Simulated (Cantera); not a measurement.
An adiabatic, constant-volume homogeneous reactor starts with H₂ : O₂ : N₂ = 1 : 0.385 : 1.45 (molar parts), equivalence ratio 1.3, at 1198 K and 0.540 bar. Integrator tolerance rtol = 1e-08.

Model: the H2/O2 subset of GRI-Mech 3.0, which has no nitrogen chemistry, integrated in Cantera.

Problem. What does this change do: constant pressure in place of constant volume?

Solution. 
```
quantity                                                            before                                    after
---------------------------------  ---------------------------------------  ---------------------------------------
time of steepest temperature rise                                  83.4 µs                                  85.3 µs
temperature at 6.00 s                                               2908 K                                   2732 K
equilibrium temperature                                             2908 K                                   2732 K
x(H₂) at 6.00 s                        0.103 (gas-phase equilibrium 0.103)    0.0987 (gas-phase equilibrium 0.0987)
x(O₂) at 6.00 s                    0.00567 (gas-phase equilibrium 0.00567)  0.00396 (gas-phase equilibrium 0.00396)
x(H₂O₂) at 6.00 s                  3.16e-7 (gas-phase equilibrium 3.16e-7)  1.40e-7 (gas-phase equilibrium 1.40e-7)
x(OH) at 6.00 s                      0.0270 (gas-phase equilibrium 0.0270)    0.0201 (gas-phase equilibrium 0.0201)
x(HO₂) at 6.00 s                   3.97e-6 (gas-phase equilibrium 3.97e-6)  1.79e-6 (gas-phase equilibrium 1.79e-6)
x(H) at 6.00 s                       0.0351 (gas-phase equilibrium 0.0351)    0.0275 (gas-phase equilibrium 0.0275)
x(O) at 6.00 s                     0.00570 (gas-phase equilibrium 0.00570)  0.00355 (gas-phase equilibrium 0.00355)
```

Problem. What does this change do: initial temperature 1198 to 1250 K?

Solution. 
```tsv
quantity	before	after
time of steepest temperature rise	83.4 µs	64.3 µs
temperature at 6.00 s	2908 K	2917 K
equilibrium temperature	2908 K	2917 K
x(H₂) at 6.00 s	0.103 (gas-phase equilibrium 0.103)	0.104 (gas-phase equilibrium 0.104)
x(O₂) at 6.00 s	0.00567 (gas-phase equilibrium 0.00567)	0.00604 (gas-phase equilibrium 0.00604)
x(H₂O₂) at 6.00 s	3.16e-7 (gas-phase equilibrium 3.16e-7)	3.21e-7 (gas-phase equilibrium 3.21e-7)
x(OH) at 6.00 s	0.0270 (gas-phase equilibrium 0.0270)	0.0281 (gas-phase equilibrium 0.0281)
x(HO₂) at 6.00 s	3.97e-6 (gas-phase equilibrium 3.97e-6)	4.16e-6 (gas-phase equilibrium 4.16e-6)
x(H) at 6.00 s	0.0351 (gas-phase equilibrium 0.0351)	0.0369 (gas-phase equilibrium 0.0369)
x(O) at 6.00 s	0.00570 (gas-phase equilibrium 0.00570)	0.00618 (gas-phase equilibrium 0.00618)
```
